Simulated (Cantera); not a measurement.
## Oxide etching and cleaning by halides: SiO₂ + F₂ + H₂

Feed: 1 mol SiO₂, 1.4 mol F₂, 11 mol H₂, held at 1698 K.

These are equilibrium values from Cantera (NASA tables, ideal gas, pure condensed phases), not measurements of a reactor. Candidate condensed phases: H₂O, Si, SiO₂; 38 gas species. The tables' values for SiF₃, SiF₂, SiO₂ are old estimates; treat these amounts as uncertain. The tables hold silica as quartz up to 1696 K and as liquid above; real silica turns to tridymite and cristobalite and melts near 1996 K. Gases not in the tables: Si(OH)₄. The numbers say what is thermodynamically allowed, not how fast it happens.

At 1.00 Pa nothing is condensed. From 5.20 Pa to 1.00 bar the condensed part is SiO₂(condensed). The share of Si in condensed phases is highest at 7.20 mbar (92.1 %) and lowest at 1.00 Pa (0.0 %).

| P (Pa) | x H₂ | x HF | x SiO | x H₂O | x H | x SiF₄ | x SiF₃ | n SiO₂(condensed) |
|---|---|---|---|---|---|---|---|---|
| 1 | 0.612 | 0.205 | 0.0733 | 0.0730 | 0.0358 | 2.28e-8 | 9.09e-8 | 0 |
| 5.20 | 0.657 | 0.211 | 0.0578 | 0.0578 | 0.0163 | 6.40e-7 | 1.13e-6 | 0.232 |
| 27 | 0.721 | 0.219 | 0.0265 | 0.0266 | 0.00747 | 1.82e-5 | 1.42e-5 | 0.660 |
| 140 | 0.751 | 0.221 | 0.0113 | 0.0125 | 0.00335 | 0.000439 | 0.000152 | 0.850 |
| 720 | 0.770 | 0.212 | 0.00283 | 0.00998 | 0.00150 | 0.00303 | 0.000489 | 0.921 |
| 3700 | 0.778 | 0.200 | 0.000396 | 0.0140 | 0.000663 | 0.00629 | 0.000475 | 0.911 |
| 19000 | 0.782 | 0.186 | 5.07e-5 | 0.0214 | 0.000293 | 0.0102 | 0.000369 | 0.868 |
| 100000 | 0.786 | 0.166 | 6.52e-6 | 0.0319 | 0.000128 | 0.0155 | 0.000274 | 0.805 |
x: gas mole fraction; n: condensed amount in mol.
